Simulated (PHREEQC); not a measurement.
Make-up at 25 °C: 10 mmol/kgw CaCl2, 2.5 mmol/kgw NaF and 7.1 mmol/kgw KCl. Closed to the air; pH follows from the charge balance.

The numbers come from PHREEQC with the ion-association model, phreeqc.dat.

The pH comes out as 7.25 and the ionic strength comes out as 0.0396 mol/kgw. The specific conductance is 3440 µS/cm.

```json
[
 {"species": "Cl-", "molality": "0.0271", "activity": "0.0225", "log γ": "-0.081"},
 {"species": "Ca+2", "molality": "0.0100", "activity": "0.00502", "log γ": "-0.299"},
 {"species": "K+", "molality": "0.00710", "activity": "0.00588", "log γ": "-0.082"},
 {"species": "Na+", "molality": "0.00250", "activity": "0.00209", "log γ": "-0.077"},
 {"species": "F-", "molality": "0.00250", "activity": "0.00206", "log γ": "-0.083"},
 {"species": "NaF", "molality": "2.46e-6", "activity": "2.49e-6", "log γ": "0.004"},
 {"species": "OH-", "molality": "2.19e-7", "activity": "1.81e-7", "log γ": "-0.083"},
 {"species": "HF", "molality": "1.71e-7", "activity": "1.73e-7", "log γ": "0.004"},
 {"species": "H+", "molality": "6.46e-8", "activity": "5.57e-8", "log γ": "-0.064"},
 {"species": "CaOH+", "molality": "1.79e-8", "activity": "1.49e-8", "log γ": "-0.079"},
 {"species": "HF2-", "molality": "1.64e-9", "activity": "1.37e-9", "log γ": "-0.079"}
]
```

No solid was allowed to form. Examples of supersaturated solids here: Fluorite. Others may be too. Species that the database lacks are ignored.
